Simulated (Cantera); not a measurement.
Input: 1 mol Si3N4, 0.2 mol H2O, 6.1 mol H2, at 95.0 Pa.

Cantera equilibrium calculation (NASA polynomials, part measured and part estimated; ideal gas, pure solids and liquids). Candidate condensed phases: H2O, Si, SiO2, Si2N2O, Si3N4; 35 gas species. The tables' values for SiN are old estimates; treat these amounts as uncertain. Gases not in the tables: Si2H6 and higher silanes. Equilibrium is a limit: real reactors are often held back by kinetics, nucleation or transport. All values below are at 2150 K.

Base state: H2 0.486, Si 0.225, N2 0.169, H 0.0954, SiO 0.0170, Si2 0.00312, SiH 0.00237, Si3 0.000594 (mole fractions); condensed: gas only.

Q: What changes in the equilibrium state with this change: pressure from 95.0 Pa to 13.3 mbar?

A: 
| species | before | after |
|---|---|---|
| H2 | 0.486 | 0.701 |
| N2 | 0.169 | 0.227 |
| H | 0.0954 | 0.0306 |
| Si | 0.225 | 0.0168 |
| SiO | 0.0170 | 0.0228 |
| Si2 | 0.00312 | 0.000244 |
| Si3 | 0.000594 | 4.87e-5 |
| SiN | 0.000534 | 0.000173 |
| SiH | 0.00237 | 0.000796 |
| Si(l), mol | 0 | 2.63 |
